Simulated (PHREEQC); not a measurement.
Consider water at 25 °C with 0.0022 mol NH3 and 0.00015 mol K2CO3 per kg of water. Closed to the air; pH follows from the charge balance.

All values are PHREEQC results (ion-association model, phreeqc.dat), not measurements.

The pH is 10.35 and the ionic strength is 0.000543 mol/kgw. The total alkalinity is 2.50 meq/kg.

| species | molality | activity | log γ |
|---|---|---|---|
| NH3 | 0.00204 | 0.00204 | 0.000 |
| K+ | 0.000300 | 0.000292 | -0.012 |
| OH- | 0.000234 | 0.000227 | -0.012 |
| NH4+ | 0.000163 | 0.000159 | -0.012 |
| CO3-2 | 7.99e-5 | 7.19e-5 | -0.046 |
| HCO3- | 7.01e-5 | 6.83e-5 | -0.011 |
| CO2 | 6.83e-9 | 6.83e-9 | 0.000 |

No solid was allowed to form. Species that the database lacks are ignored.
